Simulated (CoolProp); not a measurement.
n-perfluorohexane at several states: fugacity coefficient from the reference equation and from simpler models built on Tc = 174.9 °C, pc = 1.742 MPa, ω = 0.497; each cubic takes its own stable root.

Model: reference Helmholtz-energy equation of state, Gao 2022, in CoolProp.

```csv
T (°C),p (MPa),phase,reference,van der Waals,Redlich-Kwong
1.25,0.0205,liquid,0.4474,0.9892,0.9845
147.05,1.97,liquid,?,0.5419,0.4796
103.85,0.0659,gas,0.9758,0.9831,0.9790
-21.05,0.158,liquid,?,0.6168,?
```

Question: What belongs in the gaps?

Answer: 
- 147.05, reference: 0.4146
- -21.05, reference: 0.01543
- -21.05, Redlich-Kwong: 0.1112

At some of these states van der Waals, Redlich-Kwong gives the other phase, because its saturation line lies elsewhere.
